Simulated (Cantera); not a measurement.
An adiabatic, constant-pressure homogeneous reactor starts with CH4 : O2 : N2 = 1 : 0.87 : 3.27 (molar parts), at 1225 K and 560000 Pa.

Cantera simulation using GRI-Mech 3.0 (53 species, 325 reactions); the numbers are that mechanism's predictions, not measurements.

### Question
Predict: time of steepest temperature rise; temperature at 0.200 s; equilibrium temperature; x(CH4) at 0.200 s; x(O2) at 0.200 s.

### Answer
```
Property                                                            Result
---------------------------------  ---------------------------------------
time of steepest temperature rise                                  10.3 ms
temperature at 0.200 s                                              2137 K
equilibrium temperature                                             2137 K
x(CH4) at 0.200 s                  7.98e-9 (gas-phase equilibrium 9.05e-9)
x(O2) at 0.200 s                   2.47e-8 (gas-phase equilibrium 2.47e-8)
```
